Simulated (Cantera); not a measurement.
What does this Cantera script print?

```python
import numpy as np
import cantera as ct

gas_names = """
    H H2 N NH NH2 NH3 N2 N2H2 N2H4 Pb Pb2
""".split()
cond_names = """
    Pb(cr) Pb(L)
""".split()


# ... load() reads the species with a 1 bar reference pressure and builds the phases ...
atoms = {
    'Pb': {'Pb': 1},
    'NH3': {'N': 1, 'H': 3},
    'N2': {'N': 2},
}
top_T = {}  # K; cautious upper limits of use, not melting points


# ... equilibrate(T, P, feed) seeds the gas with the atoms and calls Mixture.equilibrate('TP', solver="vcs", rtol=1e-11, max_steps=5000) ...
results = []
feed = {'Pb': 1, 'NH3': 3.3, 'N2': 27}  # mol
T = 1773.15  # K
P = 1333.22  # Pa
mix = equilibrate(T, P, feed)
results.append((T, P, feed, dict(zip(mix.species_names, mix.species_moles))))
x = sorted(zip(gas.X, gas.species_names), reverse=True)
print(f"T = {T:g} K  P = {P:g} Pa  gas = {mix.phase_moles(0):.4g} mol")
print("   x: " + "  ".join(f"{s} {v:.3e}" for v, s in x if v > 0.0001))
print("   condensed (mol): " + ("  ".join(f"{mix.phase(i).name} {mix.phase_moles(i):.4g}"
      for i in range(1, mix.n_phases) if mix.phase_moles(i) > 1e-12) or "none"))
```

Output:

```
T = 1773.15 K  P = 1333.22 Pa  gas = 34.62 mol
   x: N2 8.276e-01  H2 1.425e-01  Pb 2.889e-02  H 9.314e-04
   condensed (mol): none
```

These are equilibrium values from Cantera (NASA tables, ideal gas, pure condensed phases), not measurements of a reactor.
